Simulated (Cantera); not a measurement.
Charge: 1 mol PbS, 85 mol H2, held at 2023.15 K and 1.00 Torr.

Equilibrium computed with Cantera from the NASA thermochemical tables; the gas is ideal and each condensed phase is pure. Candidate condensed phases: Pb, PbS, S; 10 gas species. Rates play no part.

Q: What is the equilibrium state?

A: 
| Item | Value |
|---|---|
| x(H2) | 0.929 |
| x(H) | 0.0502 |
| x(Pb) | 0.0110 |
| x(S) | 0.00408 |
| x(SH) | 0.00292 |
| x(S2) | 0.00162 |
| x(H2S) | 0.000758 |
| x(PbS) | 0.000254 |
| gas amount | 88.87 mol |
| log10 activity of S(l) (absent) | -4.42 |
| log10 activity of Pb(l) (absent) | -4.84 |
